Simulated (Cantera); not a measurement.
Input (Python, Cantera) and output of one run.

```python
import numpy as np
import cantera as ct

gas_names = """
    O3 N
""".split()
cond_names = """
    VN(s) V2O5(s) V2O5(L)
""".split()


# ... load() reads the species with a 1 bar reference pressure and builds the phases ...
species = {s.name: s for s in load("nasa_gas.yaml", gas_names) + load("nasa_condensed.yaml", cond_names)}
# Each term lists the table entries of one substance; the one whose range holds T is used.
reactions = {
    '5 O3(g) + 6 VN = 3 V2O5 + 6 N(g)':
        [(-5, ['O3']), (-6, ['VN(s)']), (3, ['V2O5(s)', 'V2O5(L)']), (6, ['N'])],
}


def pick(names, T):
    return next(species[n] for n in names if species[n].thermo.min_temp <= T <= species[n].thermo.max_temp)


results = []
for label, terms in reactions.items():
    print(label)
    print("     T/K   dH/kJ  dS/(J/K)   dG/kJ   log10 K")
    for T in [1625, 1650, 1675, 1700, 1725, 1750, 1775, 1800, 1825, 1850, 1875]:
        used = [(nu, pick(names, T)) for nu, names in terms]
        dH = sum(nu * s.thermo.h(T) for nu, s in used) / 1e6
        dS = sum(nu * s.thermo.s(T) for nu, s in used) / 1e3
        dG = dH - T * dS / 1e3
        logK = -dG * 1e6 / (ct.gas_constant * T * np.log(10))
        results.append((label, T, dH, dS, dG, logK, [s.name for _, s in used]))
        print(f"{T:8g} {dH:8.1f} {dS:8.1f} {dG:8.1f} {logK:8.2f}")
```

It prints:

```
5 O3(g) + 6 VN = 3 V2O5 + 6 N(g)
     T/K   dH/kJ  dS/(J/K)   dG/kJ   log10 K
    1625   -923.0    242.3  -1316.6    42.32
    1650   -922.2    242.7  -1322.7    41.87
    1675   -921.6    243.1  -1328.8    41.44
    1700   -921.0    243.4  -1334.8    41.01
    1725   -920.6    243.7  -1340.9    40.60
    1750   -920.2    243.9  -1347.0    40.21
    1775   -920.0    244.0  -1353.1    39.82
    1800   -919.9    244.1  -1359.2    39.44
    1825   -919.8    244.1  -1365.3    39.08
    1850   -919.9    244.1  -1371.4    38.72
    1875   -920.0    244.0  -1377.5    38.38
```

Source: NASA polynomial tables (part measured, part estimated), evaluated in Cantera. VN: taken at fixed stoichiometry. Condensed species are held in their standard states even where they would react or evaporate.
